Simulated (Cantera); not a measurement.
## Thermodynamics of titanium nitride, carbide and oxide coatings, feed TiCl4 + O2

Input: 1 mol TiCl4, 13 mol O2, at 0.133 bar.

Equilibrium computed with Cantera from the NASA thermochemical tables; the gas is ideal and each condensed phase is pure. Candidate condensed phases: Ti, TiCl2, TiCl3, TiCl4, TiO, TiO2, Ti2O3, Ti3O5, Ti4O7; 15 gas species. Condensed phases not in the tables: TiOCl. Kinetics and transport are ignored.

```json
[
 {"T (K)": "1125", "x O2": "0.856", "x Cl": "0.00211", "x Cl2": "0.142", "x O": "1.17e-8", "n TiO2(rutile)": "1.000", "n TiO2(l)": "0"},
 {"T (K)": "1275", "x O2": "0.853", "x Cl": "0.0100", "x Cl2": "0.137", "x O": "2.82e-7", "n TiO2(rutile)": "1.000", "n TiO2(l)": "0"},
 {"T (K)": "1425", "x O2": "0.843", "x Cl": "0.0331", "x Cl2": "0.124", "x O": "3.49e-6", "n TiO2(rutile)": "1.000", "n TiO2(l)": "0"},
 {"T (K)": "1575", "x O2": "0.822", "x Cl": "0.0804", "x Cl2": "0.0966", "x O": "2.66e-5", "n TiO2(rutile)": "1.000", "n TiO2(l)": "0"},
 {"T (K)": "1725", "x O2": "0.794", "x Cl": "0.146", "x Cl2": "0.0591", "x O": "0.000142", "n TiO2(rutile)": "1.000", "n TiO2(l)": "0"},
 {"T (K)": "1875", "x O2": "0.770", "x Cl": "0.201", "x Cl2": "0.0274", "x O": "0.000578", "n TiO2(rutile)": "1.000", "n TiO2(l)": "0"},
 {"T (K)": "2025", "x O2": "0.756", "x Cl": "0.230", "x Cl2": "0.0107", "x O": "0.00193", "n TiO2(rutile)": "0.999", "n TiO2(l)": "0"},
 {"T (K)": "2175", "x O2": "0.748", "x Cl": "0.241", "x Cl2": "0.00415", "x O": "0.00546", "n TiO2(rutile)": "0", "n TiO2(l)": "0.999"}
]
```
x: gas mole fraction; n: condensed amount in mol.

From 1125 K to 2025 K the condensed part is TiO2(rutile). At 2175 K the condensed part is TiO2(l). The main Ti-bearing gas is TiCl4 at 1125 K and TiOCl2 at 2175 K.
